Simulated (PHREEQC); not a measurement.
A PHREEQC input (ion-association model, phreeqc.dat):

```
SOLUTION 1
  temp 25
  units mg/L
  pH 7.4
  pe 11.7
  Na 160
  K 5.99
  Ca 274
  Mg 26
  Cl 156
  S(6) 647 as SO4
  Alkalinity 283 as HCO3
  B 1.45
  Li 3.93
END
USE solution 1
EQUILIBRIUM_PHASES 1
  Quaartz 0 0.5
  CO2(g) -2.5 10
END
```

It stops with these messages:

```
ERROR: Phase not found in database, Quaartz.
ERROR: Calculations terminating due to input errors.
```

The fault: the phase Quartz misspelt. The line should read `Quartz` where the input has `Quaartz`. With the mend the run ends at pH 7.88 and ionic strength 0.0306 mol/kgw.
